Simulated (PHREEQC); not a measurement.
# Reverse-osmosis permeate (model solution)

Model water analysis in mg/L, 25 °C, pH 6, pe 10.6:

```tsv
constituent	mg/L
Na	2.26
K	11.1
Ca	6.87
Mg	1.47
Cl	1.12
S(6) as SO4	13
Alkalinity as HCO3	33
F	0.023
B	0.00672
Li	0.0129
```

Valence states are taken as typed.

Model: ion-association model, phreeqc.dat, run in PHREEQC.

The ionic strength is 0.00119 mol/kgw and the charge-balance error comes out as 0.2 %.

```
species  molality  activity   log γ
-------  --------  --------  ------
CO2       0.00117   0.00117   0.000
HCO3-    0.000540  0.000520  -0.017
K+       0.000284  0.000273  -0.017
Ca+2     0.000168  0.000144  -0.067
SO4-2    0.000131  0.000112  -0.067
Na+       9.82e-5   9.45e-5  -0.017
Mg+2      5.88e-5   5.05e-5  -0.066
Cl-       3.16e-5   3.04e-5  -0.017
```

No solid was allowed to form. Real BF4- forms and hydrolyses slowly; the run takes it at equilibrium.
